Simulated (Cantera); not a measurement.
A Cantera script and what it prints.

```python
import numpy as np
import cantera as ct

gas_names = """
    CL CL2 H HCL H2 N NH NH2 NH3 N2 N2H2 N2H4 Si SiCL SiCL2 SiCL3 SiCL4 SiH SiHCL3 SiH2 SiH2CL2 SiH3
    SiH3CL SiH4 SiN Si2 Si2N Si3
""".split()
cond_names = """
    NH4CL(a) NH4CL(b) Si(cr) Si(L) Si3N4(a)
""".split()


# ... load() reads the species with a 1 bar reference pressure and builds the phases ...
atoms = {
    'SiH2Cl2': {'Si': 1, 'H': 2, 'CL': 2},
    'N2': {'N': 2},
}
top_T = {'Si3N4(a)': 2400}  # K; cautious upper limits of use, not melting points


# ... equilibrate(T, P, feed) seeds the gas with the atoms and calls Mixture.equilibrate('TP', solver="vcs", rtol=1e-11, max_steps=5000) ...
results = []
feed = {'SiH2Cl2': 1, 'N2': 24}  # mol
P = 6000  # Pa
for T in [900, 950, 1000, 1050, 1100, 1150, 1200, 1250, 1300, 1350, 1400]:
    mix = equilibrate(T, P, feed)
    results.append((T, P, feed, dict(zip(mix.species_names, mix.species_moles))))
    x = sorted(zip(gas.X, gas.species_names), reverse=True)
    print(f"T = {T:g} K  P = {P:g} Pa  gas = {mix.phase_moles(0):.4g} mol")
    print("   x: " + "  ".join(f"{s} {v:.3e}" for v, s in x if v > 0.0001))
    print("   condensed (mol): " + ("  ".join(f"{mix.phase(i).name} {mix.phase_moles(i):.4g}"
          for i in range(1, mix.n_phases) if mix.phase_moles(i) > 1e-12) or "none"))
```

Result:

```
T = 900 K  P = 6000 Pa  gas = 25.27 mol
   x: N2 9.278e-01  HCL 5.130e-02  H2 1.391e-02  SiCL4 6.953e-03
   condensed (mol): Si3N4(a) 0.2747
T = 950 K  P = 6000 Pa  gas = 25.28 mol
   x: N2 9.275e-01  HCL 5.257e-02  H2 1.327e-02  SiCL4 6.631e-03
   condensed (mol): Si3N4(a) 0.2774
T = 1000 K  P = 6000 Pa  gas = 25.28 mol
   x: N2 9.272e-01  HCL 5.367e-02  H2 1.272e-02  SiCL4 6.349e-03
   condensed (mol): Si3N4(a) 0.2797
T = 1050 K  P = 6000 Pa  gas = 25.28 mol
   x: N2 9.270e-01  HCL 5.463e-02  H2 1.223e-02  SiCL4 6.096e-03
   condensed (mol): Si3N4(a) 0.2817
T = 1100 K  P = 6000 Pa  gas = 25.28 mol
   x: N2 9.268e-01  HCL 5.547e-02  H2 1.181e-02  SiCL4 5.864e-03
   condensed (mol): Si3N4(a) 0.2834
T = 1150 K  P = 6000 Pa  gas = 25.29 mol
   x: N2 9.266e-01  HCL 5.619e-02  H2 1.144e-02  SiCL4 5.641e-03
   condensed (mol): Si3N4(a) 0.2848
T = 1200 K  P = 6000 Pa  gas = 25.29 mol
   x: N2 9.264e-01  HCL 5.679e-02  H2 1.113e-02  SiCL4 5.407e-03  SiCL3 1.643e-04
   condensed (mol): Si3N4(a) 0.2858
T = 1250 K  P = 6000 Pa  gas = 25.29 mol
   x: N2 9.262e-01  HCL 5.725e-02  H2 1.089e-02  SiCL4 5.134e-03  SiCL3 3.063e-04  SiCL2 1.308e-04
   condensed (mol): Si3N4(a) 0.2861
T = 1300 K  P = 6000 Pa  gas = 25.3 mol
   x: N2 9.260e-01  HCL 5.751e-02  H2 1.075e-02  SiCL4 4.776e-03  SiCL3 5.337e-04  SiCL2 3.540e-04
   condensed (mol): Si3N4(a) 0.2852
T = 1350 K  P = 6000 Pa  gas = 25.32 mol
   x: N2 9.257e-01  HCL 5.746e-02  H2 1.075e-02  SiCL4 4.270e-03  SiCL2 8.680e-04  SiCL3 8.619e-04
   condensed (mol): Si3N4(a) 0.2823
T = 1400 K  P = 6000 Pa  gas = 25.34 mol
   x: N2 9.253e-01  HCL 5.691e-02  H2 1.098e-02  SiCL4 3.558e-03  SiCL2 1.915e-03  SiCL3 1.267e-03
   condensed (mol): Si3N4(a) 0.276
```

Cantera equilibrium calculation (NASA polynomials, part measured and part estimated; ideal gas, pure solids and liquids). N2 is the only nitrogen source here; it is nearly inert below about 1500 K, so the nitride shown seldom forms there in practice. The tables' values for SiCl3 are old estimates; treat these amounts as uncertain.
